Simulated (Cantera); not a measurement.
Adiabatic ignition

An adiabatic, constant-volume homogeneous reactor starts with CH4 : O2 : N2 : H2O = 1 : 1.33 : 10.8 : 1.6 (molar parts), equivalence ratio 1.5, at 1073 K and 4.93 atm.

Model: GRI-Mech 3.0 (53 species, 325 reactions), integrated in Cantera.

```csv
t (s),T (K),P (bar),x CH4,x O2,x H2O,x C2H2,x CH2O,x N2O,x CH2
1.00e-6,1073,5.00,0.0679,0.0903,0.109,<1e-12,<1e-12,<1e-12,<1e-12
3.32e-6,1073,5.00,0.0679,0.0903,0.109,<1e-12,<1e-12,<1e-12,<1e-12
1.10e-5,1073,5.00,0.0679,0.0903,0.109,<1e-12,5.65e-12,<1e-12,<1e-12
3.67e-5,1073,5.00,0.0679,0.0903,0.109,<1e-12,6.31e-11,<1e-12,<1e-12
0.000122,1073,5.00,0.0679,0.0903,0.109,<1e-12,7.21e-10,<1e-12,<1e-12
0.000405,1073,5.00,0.0679,0.0903,0.109,<1e-12,9.07e-9,<1e-12,<1e-12
0.00134,1073,5.00,0.0679,0.0903,0.109,<1e-12,1.47e-7,<1e-12,<1e-12
0.00446,1073,5.00,0.0679,0.0903,0.109,<1e-12,2.08e-6,2.40e-12,<1e-12
0.0148,1073,5.00,0.0679,0.0903,0.109,1.49e-12,1.19e-5,1.26e-11,<1e-12
0.0493,1074,5.00,0.0678,0.0902,0.109,8.63e-11,6.68e-5,8.57e-11,<1e-12
0.164,2074,10.1,6.99e-11,3.29e-7,0.184,<1e-12,7.56e-9,1.85e-9,<1e-12
0.544,2074,10.1,6.99e-11,3.29e-7,0.184,<1e-12,7.56e-9,1.85e-9,<1e-12
1.81,2074,10.1,6.99e-11,3.29e-7,0.184,<1e-12,7.56e-9,1.85e-9,<1e-12
6.00,2074,10.1,6.99e-11,3.29e-7,0.184,<1e-12,7.56e-9,1.85e-9,<1e-12
```
x: mole fraction; the columns are a selection and need not sum to one.

```yaml
time_of_steepest_temperature_rise: 0.136 s
temperature at 6.00 s: 2074 K
equilibrium_temperature: 2074 K
x(CH4) at 6.00 s: 6.99e-11 (gas-phase equilibrium 7.86e-11)
x(O2) at 6.00 s: 3.29e-7 (gas-phase equilibrium 3.29e-7)
x(H2O) at 6.00 s: 0.184 (gas-phase equilibrium 0.184)
```
